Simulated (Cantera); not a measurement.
Input (Python, Cantera) and output of one run.

```python
import numpy as np
import cantera as ct

gas_names = """
    Ca CaF CaF2 CaO Ca2 F FO FO2 F2 F2O O O2 O3
""".split()
cond_names = """
    Ca(a) Ca(b) Ca(L) CaF2(a) CaF2(b) CaF2(L) CaO(s) CaO(L)
""".split()


# ... load() reads the species with a 1 bar reference pressure and builds the phases ...
atoms = {
    'CaO': {'Ca': 1, 'O': 1},
    'F2': {'F': 2},
}
top_T = {}  # K; cautious upper limits of use, not melting points


# ... equilibrate(T, P, feed) seeds the gas with the atoms and calls Mixture.equilibrate('TP', solver="vcs", rtol=1e-11, max_steps=5000) ...
results = []
feed = {'CaO': 1, 'F2': 0.98}  # mol
P = 620  # Pa
for T in [750, 850, 950, 1050, 1150, 1250, 1350, 1450, 1550, 1650, 1750]:
    mix = equilibrate(T, P, feed)
    results.append((T, P, feed, dict(zip(mix.species_names, mix.species_moles))))

top = {s: max(r[3][s] / sum(r[3][g] for g in gas_names) for r in results) for s in gas_names}
cols = sorted((s for s in top if top[s] > 1e-06), key=lambda s: -top[s])[:8]
seen = [c for c in cond_names if any(r[3].get(c, 0) > 1e-12 for r in results)]
print("log10 of partial pressures in bar; condensed amounts in mol")
print(f"{'T/K':>10s}" + "".join(f"{s[:9]:>10s}" for s in cols + seen))
for T, P, feed, n in results:
    ng = sum(n[g] for g in gas_names)
    print(f"{T:10.4g}" + "".join(f"{np.log10(max(n[s] / ng * P / 1e5, 1e-99)):10.3f}" for s in cols)
          + "".join(f"{n.get(c, 0):10.4g}" for c in seen))
```

It prints:

```
log10 of partial pressures in bar; condensed amounts in mol
       T/K        O2      CaF2         O         F   CaF2(a)   CaF2(b)   CaF2(L)    CaO(s)
       750    -2.208   -20.358   -15.298   -21.816      0.98         0         0      0.02
       850    -2.208   -16.832   -13.234   -18.745      0.98         0         0      0.02
       950    -2.208   -14.066   -11.602   -16.323      0.98         0         0      0.02
      1050    -2.208   -11.844   -10.279   -14.364      0.98         0         0      0.02
      1150    -2.208   -10.023    -9.184   -12.750      0.98         0         0      0.02
      1250    -2.208    -8.507    -8.264   -11.396      0.98         0         0      0.02
      1350    -2.208    -7.228    -7.479   -10.246      0.98         0         0      0.02
      1450    -2.208    -6.141    -6.801    -9.259         0    0.9799         0      0.02
      1550    -2.208    -5.216    -6.210    -8.408         0    0.9795         0      0.02
      1650    -2.210    -4.417    -5.692    -7.665         0     0.977         0      0.02
      1750    -2.221    -3.752    -5.236    -7.028         0         0    0.9656      0.02
```

Method: chemical equilibrium by Gibbs-energy minimisation in Cantera with the NASA 1993 tables (ideal gas, pure condensed phases). Mutual solubility and eutectic melting of coexisting phases are not modelled.
